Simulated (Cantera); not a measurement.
Source: NASA polynomial tables (part measured, part estimated), evaluated in Cantera. Values are per mole of reaction as written; species without (g) are pure solids or liquids, kept so even where they would boil at 1 bar.

Between 300 and 900 K, where is each reaction favourable under standard conditions?
- 2 NO(g) + Nb ⇌ NbO2 + 2 N(g)


- 2 NO(g) + Nb ⇌ NbO2 + 2 N(g): ΔG° is -3 kJ at 300 K and 47 kJ at 900 K; it changes sign between 300 and 650 K. ΔH° is -18 kJ and ΔS° -72 J/K at 900 K.
